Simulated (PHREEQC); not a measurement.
Solution (25 °C): 26 mmol/kgw HCl and 10 mmol/kgw Al2(SO4)3. Closed to the air; pH follows from the charge balance.

Computed with PHREEQC (ion-association model, wateq4f.dat).

| quantity | before | after |
|---|---|---|
| pH | 1.78 | 2.66 |
| SO4-2 (mol/kgw) | 0.00759 | 0.00149 |
| HSO4- (mol/kgw) | 0.00631 | 0.000234 |

Task: Name the change that produced these shifts.
A. temperature from 25 to 45 °C
B. diluted 5-fold with water
C. diluted 10-fold with water
D. Al2(SO4)3 from 0.01 to 0.1 mol/kgw
E. Al2(SO4)3 replaced by H2SO4 at the same molality

Result: C, diluted 10-fold with water

This is a speciation only: nothing precipitates in the calculation.
